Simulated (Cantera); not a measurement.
CS2 + H2 (abatement and gas-phase synthesis)

Feed: 1 mol CS2, a varied amount of H2, equilibrated at 3348.15 K and 0.000550 bar.

Method: chemical equilibrium by Gibbs-energy minimisation in Cantera with the NASA 1993 tables (ideal gas, pure condensed phases). Candidate condensed phases: C, C6H6, C7H8, C8H18, S; 83 gas species. Equilibrium is a limit: real reactors are often held back by kinetics, nucleation or transport.

| n(H2) (mol) | log p H | log p S | log p CS | log p C | log p H2 | log p C2 |
|---|---|---|---|---|---|---|
| 0.15 | -4.17 | -3.59 | -3.72 | -4.51 | -7.57 | -6.04 |
| 0.28 | -3.95 | -3.63 | -3.77 | -4.53 | -7.12 | -6.07 |
| 0.53 | -3.74 | -3.70 | -3.86 | -4.54 | -6.72 | -6.10 |
| 1 | -3.58 | -3.80 | -3.99 | -4.58 | -6.40 | -6.17 |
| 1.9 | -3.46 | -3.94 | -4.18 | -4.63 | -6.16 | -6.28 |
| 3.6 | -3.38 | -4.11 | -4.43 | -4.71 | -6.00 | -6.43 |
| 6.8 | -3.33 | -4.30 | -4.73 | -4.82 | -5.90 | -6.65 |
log p: log10 of the partial pressure in bar; nothing condenses.

From 0.15 mol H2 to 6.8 mol H2 nothing is condensed. The main C-bearing gas is CS throughout.
